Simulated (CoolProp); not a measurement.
Oxygen along the isobar 3.26 MPa: density (kg/m³) from the reference equation and from simpler models built on Tc = 154.6 K, pc = 5.046 MPa, ω = 0.022; each cubic takes its own stable root.

Values from CoolProp's reference Helmholtz-energy equation of state, Schmidt 1985.

```
T (K)   phase  reference
-----  ------  ---------
110.7  liquid       1042
118    liquid      998.2
125.3  liquid      950.0
132.6  liquid      893.9
139.9  liquid      822.5
147.3     gas      128.2
154.6     gas      110.6
161.9     gas      99.34
169.2     gas      91.02
176.5     gas      84.45
183.8     gas      79.05
191.1     gas      74.49
198.5     gas      70.50
205.8     gas      67.05
213.1     gas      63.99
220.4     gas      61.25
```

Problem. How far does each simpler model (van der Waals, Soave-Redlich-Kwong) lie from the reference over these 16 states: mean and median of the absolute difference, and the worst?

Solution. 
- van der Waals: mean 14.1 %, median 1.4 %, worst -83.1 % at 139.9 K and 3.26 MPa
- Soave-Redlich-Kwong: mean 1.4 %, median 0.2 %, worst -8.7 % at 139.9 K and 3.26 MPa

At some of these states van der Waals gives the other phase, because its saturation line lies elsewhere.
